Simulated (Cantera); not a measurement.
Charge: 1 mol CuF2, 0.42 mol H2O, 480 mol N2, held at 1000 K and 750 Torr.

These are equilibrium values from Cantera (NASA tables, ideal gas, pure condensed phases), not measurements of a reactor. Candidate condensed phases: Cu, CuF2, CuO, Cu(OH)2, Cu2O, H2O; 45 gas species. Rates play no part.

Base state: N2 0.998, HF 0.00175, O2 0.000129, CuF2 1.20e-5 (mole fractions); condensed: CuF2(s) + CuO(s) + Cu2O(s).

### Question
What changes in the equilibrium state with this change: pressure from 750 Torr to 0.00323 Torr?

### Answer
```csv
species,before,after
N2,0.998,0.996
CuF,2.25e-6,0.00174
HF,0.00175,0.00174
CuF2,1.20e-5,0.000332
O2,0.000129,0.000435
"CuF2(s), mol",0.574,0
"CuO(s), mol",0.172,0
"Cu2O(s), mol",0.124,0
```

### Question
What changes in the equilibrium state with this change: H2O from 0.42 to 5.3 mol?

### Answer
| species | before | after |
|---|---|---|
| N2 | 0.998 | 0.987 |
| H2O | 1.93e-8 | 0.00884 |
| HF | 0.00175 | 0.00411 |
| CuF2 | 1.20e-5 | <1e-9 |
| O2 | 0.000129 | 0.000129 |
| CuF2(s), mol | 0.574 | 0 |
| CuO(s), mol | 0.172 | 0.748 |
| Cu2O(s), mol | 0.124 | 0.126 |

### Question
What changes in the equilibrium state with this change: CuF2 replaced by MgCl2?

### Answer
```json
[
 {"species": "N2", "before": "0.998", "after": "0.998"},
 {"species": "HCl", "before": "0", "after": "0.00175"},
 {"species": "MgCl2", "before": "0", "after": "0.000190"},
 {"species": "HF", "before": "0.00175", "after": "0"},
 {"species": "CuF2", "before": "1.20e-5", "after": "0"},
 {"species": "O2", "before": "0.000129", "after": "<1e-9"},
 {"species": "CuF2(s), mol", "before": "0.574", "after": "0"},
 {"species": "CuO(s), mol", "before": "0.172", "after": "0"},
 {"species": "Cu2O(s), mol", "before": "0.124", "after": "0"},
 {"species": "MgCl2(l), mol", "before": "0", "after": "0.489"},
 {"species": "MgO(s), mol", "before": "0", "after": "0.420"}
]
```
Further candidate phases: Mg, MgCl2, MgO, Mg(OH)2, NH4Cl.
